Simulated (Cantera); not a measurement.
# Gas activation for diamond growth

A perfectly stirred reactor is fed with CH4 : H2 : O2 = 0.0023 : 1 : 0.0031 (molar parts), equivalence ratio 160, at 32000 Pa; it is held at 2875 K, and followed from long to short residence time.

Cantera simulation using GRI-Mech 3.0 (53 species, 325 reactions); the numbers are that mechanism's predictions, not measurements.

| τ (s) | x CH4 | x H2 | x O2 | x OH | x H | x HO2 |
|---|---|---|---|---|---|---|
| 3.6 | 7.12e-9 | 0.823 | 4.31e-8 | 0.000206 | 0.171 | 4.39e-11 |
| 1.8 | 1.42e-8 | 0.823 | 4.36e-8 | 0.000206 | 0.171 | 4.40e-11 |
| 0.87 | 2.95e-8 | 0.824 | 4.47e-8 | 0.000206 | 0.171 | 4.44e-11 |
| 0.43 | 5.98e-8 | 0.824 | 4.68e-8 | 0.000205 | 0.171 | 4.51e-11 |
| 0.21 | 1.24e-7 | 0.824 | 5.13e-8 | 0.000205 | 0.170 | 4.66e-11 |
| 0.10 | 2.65e-7 | 0.825 | 6.09e-8 | 0.000204 | 0.169 | 4.98e-11 |
| 0.051 | 5.41e-7 | 0.827 | 7.90e-8 | 0.000202 | 0.167 | 5.59e-11 |
| 0.025 | 1.19e-6 | 0.830 | 1.19e-7 | 0.000198 | 0.164 | 6.99e-11 |
| 0.012 | 2.91e-6 | 0.838 | 2.10e-7 | 0.000190 | 0.157 | 1.04e-10 |
| 0.0060 | 7.51e-6 | 0.850 | 4.11e-7 | 0.000176 | 0.144 | 1.90e-10 |
| 0.0030 | 2.15e-5 | 0.870 | 9.15e-7 | 0.000157 | 0.125 | 4.44e-10 |
x: mole fraction; the columns are a selection and need not sum to one.
